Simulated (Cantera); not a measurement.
Thermodynamics of silicon oxide and oxynitride deposition, feed TEOS + NO + N₂

Feed: 1 mol TEOS, 25 mol NO, 32 mol N₂, held at 580 Pa.

Method: chemical equilibrium by Gibbs-energy minimisation in Cantera with the NASA 1993 tables (ideal gas, pure condensed phases). Candidate condensed phases: C, C₆H₆, C₇H₈, C₈H₁₈, H₂O, Si, SiC, SiO₂, Si₂N₂O, Si₃N₄; 151 gas species. The feed counts by its element totals alone. The tables hold silica as quartz up to 1696 K and as liquid above; real silica turns to tridymite and cristobalite and melts near 1996 K. Rates play no part.

At 825 K the condensed part is SiO₂(α-quartz). From 875 K to 1375 K the condensed part is SiO₂(β-quartz).

```csv
T (K),x N₂,x H₂O,x CO₂,x O₂,x NO,n SiO₂(α-quartz),n SiO₂(β-quartz)
825,0.706,0.159,0.127,0.00794,5.59e-7,1.00,0
875,0.706,0.159,0.127,0.00794,1.20e-6,0,1.00
925,0.706,0.159,0.127,0.00794,2.36e-6,0,1.00
975,0.706,0.159,0.127,0.00793,4.34e-6,0,1.00
1025,0.706,0.159,0.127,0.00793,7.53e-6,0,1.00
1075,0.706,0.159,0.127,0.00793,1.24e-5,0,1.00
1125,0.706,0.159,0.127,0.00793,1.95e-5,0,1.00
1175,0.706,0.159,0.127,0.00792,2.96e-5,0,1.00
1225,0.706,0.159,0.127,0.00791,4.33e-5,0,1.00
1275,0.706,0.159,0.127,0.00790,6.16e-5,0,1.00
1325,0.706,0.159,0.127,0.00789,8.52e-5,0,1.00
1375,0.706,0.159,0.127,0.00788,0.000115,0,1.00
```
x: gas mole fraction; n: condensed amount in mol.
